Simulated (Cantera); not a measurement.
A closed system holds: 1 mol borazine, a varied amount of O2, 2.7 mol N2, 31 mol H2, held at 1725 K and 0.00190 bar.

Cantera equilibrium calculation (NASA polynomials, part measured and part estimated; ideal gas, pure solids and liquids). Candidate condensed phases: B, BN, B2O3, B3O3H3, H2O; 39 gas species. The feed counts by its element totals alone. Kinetics and transport are ignored.

**Question.** At 0.62 mol O2, list the 7 most abundant gas species with their mole fractions, and the condensed phases.

**Answer.** H2 0.880, N2 0.0869, HBO 0.0232, H 0.00400, B2O2 0.00268, BO 0.00204, HBO2 0.000422. Condensed: BN(s).
